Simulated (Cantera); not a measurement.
Feed: 1 mol B, 0.65 mol Cl2, 4.8 mol H2, held at 10000 Pa.

These are equilibrium values from Cantera (NASA tables, ideal gas, pure condensed phases), not measurements of a reactor. Candidate condensed phases: B; 13 gas species. The tables' values for BCl, BCl2, BH2 are old estimates; treat these amounts as uncertain. Gases not in the tables: BHCl2. Equilibrium is a limit: real reactors are often held back by kinetics, nucleation or transport.

x: gas mole fraction; n: condensed amount in mol.

```
T (K)   x H2   x HCl   x BCl3     x BCl  n B(s)
-----  -----  ------  -------  --------  ------
723    0.909  0.0125   0.0785    <1e-12   0.588
798    0.902  0.0231   0.0748  1.32e-12   0.607
873    0.893  0.0378   0.0697  4.50e-11   0.633
948    0.880  0.0564   0.0632  8.63e-10   0.666
1023   0.866  0.0779   0.0558   1.05e-8   0.704
1098   0.851   0.101   0.0477   8.96e-8   0.746
1173   0.836   0.124   0.0396   5.68e-7   0.788
1248   0.821       ?        ?   2.82e-6   0.829
1323   0.808       ?        ?   1.15e-5   0.865
1398   0.797   0.183   0.0190   3.92e-5   0.896
1473   0.788   0.197   0.0142  0.000116   0.921
1548   0.782   0.207   0.0105  0.000305   0.939
1623   0.776   0.214  0.00765  0.000723   0.951
1698   0.773   0.219  0.00556   0.00156   0.956
```

Some entries are withheld; supply them.


- 1323, x HCl: 0.167
- 1323, x BCl3: 0.0249
- 1248, x HCl: 0.147
- 1248, x BCl3: 0.0319
